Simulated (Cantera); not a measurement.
**Silicon epitaxy and polysilicon growth: SiHCl3 + Cl2 + H2**

Charge: 1 mol SiHCl3, 0.7 mol Cl2, 71 mol H2, held at 0.133 bar.

Method: chemical equilibrium by Gibbs-energy minimisation in Cantera with the NASA 1993 tables (ideal gas, pure condensed phases). Candidate condensed phases: Si; 19 gas species. The tables' values for SiCl3 are old estimates; treat these amounts as uncertain. Equilibrium is a limit: real reactors are often held back by kinetics, nucleation or transport.

```json
[
 {"T (°C)": "600", "log p H2": "-0.88", "log p HCl": "-2.95", "log p SiCl4": "-2.84", "log p SiCl2": "-6.53", "log p SiHCl3": "-3.44", "log p SiCl3": "-5.57", "n Si(s)": "0"},
 {"T (°C)": "650", "log p H2": "-0.89", "log p HCl": "-2.90", "log p SiCl4": "-2.88", "log p SiCl2": "-5.71", "log p SiHCl3": "-3.31", "log p SiCl3": "-5.10", "n Si(s)": "0"},
 {"T (°C)": "700", "log p H2": "-0.89", "log p HCl": "-2.84", "log p SiCl4": "-2.93", "log p SiCl2": "-5.00", "log p SiHCl3": "-3.22", "log p SiCl3": "-4.70", "n Si(s)": "0"},
 {"T (°C)": "750", "log p H2": "-0.89", "log p HCl": "-2.78", "log p SiCl4": "-2.99", "log p SiCl2": "-4.42", "log p SiHCl3": "-3.17", "log p SiCl3": "-4.37", "n Si(s)": "0.00742"},
 {"T (°C)": "800", "log p H2": "-0.89", "log p HCl": "-2.63", "log p SiCl4": "-3.06", "log p SiCl2": "-4.08", "log p SiHCl3": "-3.23", "log p SiCl3": "-4.17", "n Si(s)": "0.0981"},
 {"T (°C)": "850", "log p H2": "-0.89", "log p HCl": "-2.50", "log p SiCl4": "-3.16", "log p SiCl2": "-3.79", "log p SiHCl3": "-3.32", "log p SiCl3": "-4.02", "n Si(s)": "0.197"},
 {"T (°C)": "900", "log p H2": "-0.89", "log p HCl": "-2.40", "log p SiCl4": "-3.31", "log p SiCl2": "-3.55", "log p SiHCl3": "-3.44", "log p SiCl3": "-3.93", "n Si(s)": "0.292"},
 {"T (°C)": "950", "log p H2": "-0.89", "log p HCl": "-2.33", "log p SiCl4": "-3.52", "log p SiCl2": "-3.37", "log p SiHCl3": "-3.60", "log p SiCl3": "-3.89", "n Si(s)": "0.372"},
 {"T (°C)": "1000", "log p H2": "-0.90", "log p HCl": "-2.28", "log p SiCl4": "-3.78", "log p SiCl2": "-3.24", "log p SiHCl3": "-3.80", "log p SiCl3": "-3.92", "n Si(s)": "0.428"},
 {"T (°C)": "1050", "log p H2": "-0.90", "log p HCl": "-2.25", "log p SiCl4": "-4.10", "log p SiCl2": "-3.16", "log p SiHCl3": "-4.04", "log p SiCl3": "-4.00", "n Si(s)": "0.460"},
 {"T (°C)": "1100", "log p H2": "-0.90", "log p HCl": "-2.23", "log p SiCl4": "-4.44", "log p SiCl2": "-3.11", "log p SiHCl3": "-4.30", "log p SiCl3": "-4.11", "n Si(s)": "0.472"},
 {"T (°C)": "1150", "log p H2": "-0.90", "log p HCl": "-2.23", "log p SiCl4": "-4.78", "log p SiCl2": "-3.07", "log p SiHCl3": "-4.57", "log p SiCl3": "-4.23", "n Si(s)": "0.474"},
 {"T (°C)": "1200", "log p H2": "-0.90", "log p HCl": "-2.22", "log p SiCl4": "-5.12", "log p SiCl2": "-3.05", "log p SiHCl3": "-4.82", "log p SiCl3": "-4.35", "n Si(s)": "0.470"}
]
```
log p: log10 of the partial pressure in bar; n: condensed amount in mol.

From 600 °C to 700 °C nothing is condensed. From 750 °C to 1200 °C the condensed part is Si(s). The main Si-bearing gas is SiCl4 at 600 °C and SiCl2 at 1200 °C.
